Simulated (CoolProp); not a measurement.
Vapour-liquid equilibrium of ethanol (1) + ethylbenzene (2) at 255 kPa; x and y are mole fractions of (1).

Model: multi-fluid Helmholtz-energy mixture model, Schroeder 2014 and Zhou 2012; pair parameters Bell 2016, in CoolProp.

Question: Give the bubble temperature and the first vapour's composition at x = 0.15, 0.25, 0.85. Is there an azeotrope?

Answer: x = 0.15: 124.1 °C, y = 0.733; x = 0.25: 115.9 °C, y = 0.802; x = 0.85: 105.4 °C, y = 0.922. No azeotrope shows between x = 0.05 and 0.95.

Pair parameters are fitted to limited data, so mixtures are less certain than the pure fluids. With so large a gap from Raoult's law the liquid may split in two, which this calculation doesn't test in full.
